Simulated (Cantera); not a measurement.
An adiabatic, constant-pressure homogeneous reactor starts with CH4 : H2 : O2 : N2 = 1 : 0.21 : 0.915 : 3.44 (molar parts), equivalence ratio 2.3, at 1525 K and 270 Torr.

Model: GRI-Mech 3.0 (53 species, 325 reactions), integrated in Cantera.

### Question
Predict: time of steepest temperature rise; temperature at 3.00 s; equilibrium temperature; x(H2) at 3.00 s; x(O2) at 3.00 s; x(OH) at 3.00 s; x(N2O) at 3.00 s; x(CO) at 3.00 s.

### Answer
- time of steepest temperature rise: 1.31 ms
- temperature at 3.00 s: 2387 K
- equilibrium temperature: 2387 K
- x(H2) at 3.00 s: 0.213 (gas-phase equilibrium 0.213)
- x(O2) at 3.00 s: 8.51e-6 (gas-phase equilibrium 8.51e-6)
- x(OH) at 3.00 s: 0.00109 (gas-phase equilibrium 0.00109)
- x(N2O) at 3.00 s: 2.59e-9 (gas-phase equilibrium 2.59e-9)
- x(CO) at 3.00 s: 0.137 (gas-phase equilibrium 0.137)
